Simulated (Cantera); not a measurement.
An isothermal, constant-pressure homogeneous reactor starts with C3H8 : H2 = 1 : 94 (molar parts), at 2000 K and 0.233 Torr.

Cantera simulation using GRI-Mech 3.0 (53 species, 325 reactions); the numbers are that mechanism's predictions, not measurements. GRI-Mech 3.0 was tuned for natural gas; its chemistry of propane as a main component is partial and can be far from experiment. GRI-Mech 3.0 stops at C3 and has no aromatics, soot or wall deposition, so with more carbon than oxygen in the feed, carbon stays in small species such as C2H2 where larger ones or solid carbon would form. Radical loss at walls, strong at low pressure, is not modelled.

x: mole fraction; the columns are a selection and need not sum to one.

| t (s) | x C3H8 | x H2 | x C2H | x CH2 | x CH3 | x C2H4 |
|---|---|---|---|---|---|---|
| 0.000300 | 0.00841 | 0.987 | 7.97e-12 | 1.37e-7 | 0.00184 | 0.000460 |
| 0.00115 | ___ | 0.978 | ___ | ___ | ___ | ___ |
| 0.00438 | 3.44e-5 | 0.964 | 4.04e-7 | 3.87e-5 | 0.00401 | 0.00459 |
| 0.0168 | 1.75e-10 | 0.965 | 1.24e-6 | 2.98e-5 | 0.00306 | 0.000869 |
| 0.0641 | 1.30e-10 | 0.966 | 1.46e-6 | 2.58e-5 | 0.00271 | 8.77e-5 |
| 0.245 | 6.13e-11 | 0.969 | 1.67e-6 | 1.98e-5 | 0.00205 | 5.33e-5 |
| 0.936 | 1.11e-11 | 0.972 | 2.16e-6 | 1.24e-5 | 0.00116 | 1.83e-5 |
| 3.58 | <1e-12 | 0.972 | 3.14e-6 | 5.94e-6 | 0.000412 | 2.59e-6 |
| 13.7 | <1e-12 | 0.969 | ___ | ___ | ___ | ___ |
| 52.3 | <1e-12 | 0.960 | 7.34e-6 | 3.89e-7 | 1.16e-5 | 1.70e-7 |
| 200 | <1e-12 | 0.938 | 1.39e-5 | 1.23e-7 | 1.91e-6 | 7.17e-8 |

**Question.** Complete the blanks.

**Answer.** 
- 0.00115, x C3H8: 0.00377
- 0.00115, x C2H: 4.08e-9
- 0.00115, x CH2: 7.14e-6
- 0.00115, x CH3: 0.00560
- 0.00115, x C2H4: 0.00329
- 13.7, x C2H: 4.64e-6
- 13.7, x CH2: 1.74e-6
- 13.7, x CH3: 8.22e-5
- 13.7, x C2H4: 3.68e-7
